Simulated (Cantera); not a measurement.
Charge: 1 mol Si2H6, 28 mol N2O, 12 mol N2, equilibrated at 14.0 mbar.

Equilibrium computed with Cantera from the NASA thermochemical tables; the gas is ideal and each condensed phase is pure. Candidate condensed phases: H2O, Si, SiO2, Si2N2O, Si3N4; 35 gas species. The feed counts by its element totals alone. Kinetics and transport are ignored.

log p: log10 of the partial pressure in bar; n: condensed amount in mol.

```csv
T (K),log p N2,log p O2,log p H2O,log p NO,log p OH,log p NO2,log p O,n SiO2(α-quartz),n SiO2(β-quartz)
575,-1.98,-2.56,-3.11,-9.91,<-13,-9.88,<-13,2.00,0
625,-1.98,-2.56,-3.11,-9.25,-13.54,-9.64,<-13,2.00,0
675,-1.98,-2.56,-3.11,-8.68,-12.54,-9.43,<-13,2.00,0
725,-1.98,-2.56,-3.11,-8.20,-11.68,-9.25,<-13,2.00,0
775,-1.98,-2.56,-3.11,-7.77,-10.92,-9.10,<-13,2.00,0
825,-1.98,-2.56,-3.11,-7.40,-10.26,-8.96,<-13,2.00,0
875,-1.98,-2.56,-3.11,-7.07,-9.67,-8.84,-12.97,0,2.00
925,-1.98,-2.56,-3.11,-6.77,-9.15,-8.74,?,0,2.00
975,-1.98,-2.56,-3.11,-6.51,-8.68,-8.64,?,0,2.00
1025,-1.98,-2.56,-3.11,-6.27,-8.26,-8.55,?,0,2.00
1075,-1.98,-2.56,-3.11,-6.05,-7.87,-8.47,?,0,2.00
1125,-1.98,-2.56,-3.11,-5.85,-7.52,-8.40,?,0,2.00
```

Q: Fill in the missing entries.

A: 
- 925, log p O: -12.15
- 975, log p O: -11.42
- 1025, log p O: -10.76
- 1075, log p O: -10.16
- 1125, log p O: -9.62
